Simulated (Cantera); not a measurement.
# Reactions in the system C-H

Source: NASA polynomial tables (part measured, part estimated), evaluated in Cantera. Values are per mole of reaction as written; species without (g) are pure solids or liquids, kept so even where they would boil at 1 bar.

C6H6(g) + 12 H(g) → 6 CH3(g)

```csv
T (K),ΔH° (kJ),ΔS° (J/K),ΔG° (kJ),log10 K
2348,-2003.4,-689.2,-385.1,8.57
2398,-2006.3,-690.5,-350.6,7.64
2448,-2009.1,-691.6,-316.0,6.74
2498,-2012.0,-692.8,-281.4,5.88
2548,-2014.7,-693.9,-246.7,5.06
2598,-2017.5,-694.9,-212.0,4.26
2648,-2020.2,-696.0,-177.3,3.50
```

2 H2(g) + C2H4(g) → 2 CH4(g)

```csv
T (K),ΔH° (kJ),ΔS° (J/K),ΔG° (kJ),log10 K
2348,-205.8,-131.0,101.9,-2.27
2398,-204.9,-130.7,108.4,-2.36
2448,-203.9,-130.3,115.0,-2.45
2498,-202.9,-129.9,121.5,-2.54
2548,-202.0,-129.5,127.9,-2.62
2598,-200.9,-129.1,134.4,-2.70
2648,-199.9,-128.7,140.9,-2.78
```
